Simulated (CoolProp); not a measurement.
Vapour-liquid equilibrium of sulfur hexafluoride (1) + CH2F2 (R32) (2) at 273.1 K; x and y are mole fractions of (1).

The numbers come from the multi-fluid Helmholtz-energy mixture model, Guder 2009 and Tillner-Roth 1997; pair parameters Bell 2016 in CoolProp.

| x | bubble pressure (bar) | y at the bubble point | dew pressure at overall composition x (bar) | liquid density (mol/L) |
|---|---|---|---|---|
| 0.05 | 10.79 | 0.246 | 8.563 | 19.31 |
| 0.2 | 14.79 | 0.470 | 10.19 | 16.78 |
| 0.35 | 16.04 | 0.535 | 12.43 | 14.76 |
| 0.5 | 16.51 | 0.575 | 15.40 | 13.19 |
| 0.65 | 16.60 | 0.624 | 16.50 | 12.05 |
| 0.8 | 16.02 | 0.707 | 14.94 | 11.29 |
| 0.95 | 13.87 | 0.885 | 13.08 | 10.80 |

y crosses x between x = 0.5 and 0.65: the model has an azeotrope there.

Pair parameters are fitted to limited data, so mixtures are less certain than the pure fluids. With so large a gap from Raoult's law the liquid may split in two, which this calculation doesn't test in full.
